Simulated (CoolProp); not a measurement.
A single-stage vapour-compression cycle with the fluid: evaporating at 198.15 K (dew point), condensing at 261.15 K (bubble point), superheat 8 K, subcooling 5 K, compressor efficiency 0.6, no pressure losses. The same conditions are run with several fluids, on thermodynamics alone (safety and materials aside).

Values from CoolProp's reference Helmholtz-energy equation of state of each fluid (hydrogen sulfide: Lemmon 2006; propane: Lemmon 2009; fluoroethane (R161): Wu 2012; C2F6 (R116): Lemmon 2006; hydrogen chloride: Thol 2018).

**Question.** Rank hydrogen sulfide, propane, fluoroethane (R161), C2F6 (R116), hydrogen chloride by cooling COP, highest first.

**Answer.** propane (1.51), fluoroethane (R161) (1.49), hydrogen sulfide (1.39), hydrogen chloride (1.32), C2F6 (R116) (1.19)

```
fluid                pressure ratio  discharge temperature (K)  refrigerating effect (kJ/kg)  volumetric capacity (kJ/m³)
-------------------  --------------  -------------------------  ----------------------------  ---------------------------
hydrogen sulfide               15.8                      524.5                           455                          413
propane                        17.9                      350.8                           338                          158
fluoroethane (R161)            23.3                      399.2                           357                          125
C2F6 (R116)                    11.1                      291.4                          59.8                          600
hydrogen chloride              10.8                      527.9                           339                         1290
```
